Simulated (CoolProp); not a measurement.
The fluid at 293.15 K and 0.712 MPa is throttled through a valve to 0.0879 MPa with no heat exchange. The same conditions are run with several fluids, on thermodynamics alone (safety and materials aside).

Computed with CoolProp (reference Helmholtz-energy equation of state of each fluid (methane: Setzmann 1991; R1132(E): Akasaka 2024; R13: Platzer 1990; CF4 (R14): Platzer 1990; carbon monoxide: Lemmon 2006)). The equations of Platzer and Polt are older, rougher fits.

Task: Rank methane, R1132(E), R13, CF4 (R14), carbon monoxide by temperature change (K), highest first.

Result: carbon monoxide (-1.6), methane (-2.8), CF4 (R14) (-3.6), R13 (-7.8), R1132(E) (-11.4)

```tsv
fluid	final density (kg/m³)
methane	0.585
R1132(E)	2.43
R13	3.91
CF4 (R14)	3.23
carbon monoxide	1.02
```
